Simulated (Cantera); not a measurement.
Cantera run:

```python
import numpy as np
import cantera as ct

gas_names = """
    H HO2 H2 H2O H2O2 O OH O2 O3
""".split()
cond_names = """
    H2O(s) H2O(L)
""".split()


# ... load() reads the species with a 1 bar reference pressure and builds the phases ...
atoms = {
    'H2O': {'H': 2, 'O': 1},
    'H2': {'H': 2},
}
top_T = {}  # K; cautious upper limits of use, not melting points


# ... equilibrate(T, P, feed) seeds the gas with the atoms and calls Mixture.equilibrate('TP', solver="vcs", rtol=1e-11, max_steps=5000) ...
results = []
feed = {'H2O': 1, 'H2': 1.1}  # mol
P = 13332.2  # Pa
for T in [2925, 2975, 3025, 3075, 3125, 3175, 3225, 3275, 3325, 3375]:
    mix = equilibrate(T, P, feed)
    results.append((T, P, feed, dict(zip(mix.species_names, mix.species_moles))))
    x = sorted(zip(gas.X, gas.species_names), reverse=True)
    print(f"T = {T:g} K  P = {P:g} Pa  gas = {mix.phase_moles(0):.4g} mol")
    print("   x: " + "  ".join(f"{s} {v:.3e}" for v, s in x if v > 1e-05))
    print("   condensed (mol): " + ("  ".join(f"{mix.phase(i).name} {mix.phase_moles(i):.4g}"
          for i in range(1, mix.n_phases) if mix.phase_moles(i) > 1e-12) or "none"))
```

It prints:

```
T = 2925 K  P = 13332.2 Pa  gas = 2.494 mol
   x: H2 3.913e-01  H2O 3.168e-01  H 2.136e-01  OH 5.411e-02  O 1.827e-02  O2 5.881e-03
   condensed (mol): none
T = 2975 K  P = 13332.2 Pa  gas = 2.577 mol
   x: H2 3.745e-01  H2O 2.873e-01  H 2.449e-01  OH 6.119e-02  O 2.460e-02  O2 7.479e-03
   condensed (mol): none
T = 3025 K  P = 13332.2 Pa  gas = 2.674 mol
   x: H2 3.565e-01  H 2.786e-01  H2O 2.557e-01  OH 6.766e-02  O 3.231e-02  O2 9.157e-03
   condensed (mol): none
T = 3075 K  P = 13332.2 Pa  gas = 2.785 mol
   x: H2 3.373e-01  H 3.144e-01  H2O 2.230e-01  OH 7.308e-02  O 4.139e-02  O2 1.078e-02
   condensed (mol): none
T = 3125 K  P = 13332.2 Pa  gas = 2.91 mol
   x: H 3.519e-01  H2 3.167e-01  H2O 1.904e-01  OH 7.706e-02  O 5.173e-02  O2 1.221e-02
   condensed (mol): none
T = 3175 K  P = 13332.2 Pa  gas = 3.049 mol
   x: H 3.904e-01  H2 2.949e-01  H2O 1.589e-01  OH 7.933e-02  O 6.310e-02  O2 1.331e-02
   condensed (mol): none
T = 3225 K  P = 13332.2 Pa  gas = 3.2 mol
   x: H 4.293e-01  H2 2.721e-01  H2O 1.296e-01  OH 7.974e-02  O 7.520e-02  O2 1.398e-02
   condensed (mol): none
T = 3275 K  P = 13332.2 Pa  gas = 3.36 mol
   x: H 4.679e-01  H2 2.487e-01  H2O 1.033e-01  O 8.766e-02  OH 7.832e-02  O2 1.418e-02
   condensed (mol): none
T = 3325 K  P = 13332.2 Pa  gas = 3.525 mol
   x: H 5.054e-01  H2 2.249e-01  O 1.001e-01  H2O 8.053e-02  OH 7.523e-02  O2 1.392e-02
   condensed (mol): none
T = 3375 K  P = 13332.2 Pa  gas = 3.692 mol
   x: H 5.411e-01  H2 2.014e-01  O 1.121e-01  OH 7.079e-02  H2O 6.147e-02  O2 1.325e-02
   condensed (mol): none
```

Method: chemical equilibrium by Gibbs-energy minimisation in Cantera with the NASA 1993 tables (ideal gas, pure condensed phases).
